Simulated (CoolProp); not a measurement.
Vapour-liquid equilibrium of hydrogen sulfide (1) + isobutane (2) at -22.85 °C; x and y are mole fractions of (1).

Values from CoolProp's multi-fluid Helmholtz-energy mixture model, Lemmon 2006 and Bücker 2006; pair parameters Kunz 2012.

| x | bubble pressure (bar) | y at the bubble point | dew pressure at overall composition x (bar) | liquid density (mol/L) |
|---|---|---|---|---|
| 0.05 | 1.046 | 0.408 | 0.6739 | 10.78 |
| 0.2 | 2.185 | 0.749 | 0.7926 | 11.97 |
| 0.35 | 3.044 | 0.842 | 0.9611 | 13.37 |
| 0.5 | 3.618 | 0.884 | 1.219 | 15.08 |
| 0.65 | 4.023 | 0.911 | 1.664 | 17.26 |
| 0.8 | 4.387 | 0.939 | 2.593 | 20.13 |
| 0.95 | 4.795 | 0.980 | 4.508 | 24.12 |

No azeotrope shows between x = 0.05 and 0.95.

Pair parameters are fitted to limited data, so mixtures are less certain than the pure fluids.
